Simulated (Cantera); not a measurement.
Charge: 1 mol Si, 0.87 mol H2, 5.3 mol HCl, held at 1200 K and 0.370 bar.

Equilibrium computed with Cantera from the NASA thermochemical tables; the gas is ideal and each condensed phase is pure. The tables' values for SiCl3 are old estimates; treat these amounts as uncertain. Rates play no part.

| species | before | after |
|---|---|---|
| H2 | 0.542 | 0.497 |
| HCl | 0.265 | 0.327 |
| SiCl4 | 0.179 | 0.167 |
| SiH2Cl2 | 7.24e-5 | 3.73e-5 |
| SiCl2 | 0.000525 | 0.000295 |
| SiHCl3 | 0.00995 | 0.00689 |
| SiCl3 | 0.00327 | 0.00237 |
Gas species are given as mole fractions.

### Question
Which change was made?
(A) HCl from 5.3 to 0.68 mol
(B) HCl from 5.3 to 5.8 mol
(C) temperature from 1200 K to 523.15 K
(D) temperature from 1200 K to 823 K

### Answer
B, HCl from 5.3 to 5.8 mol
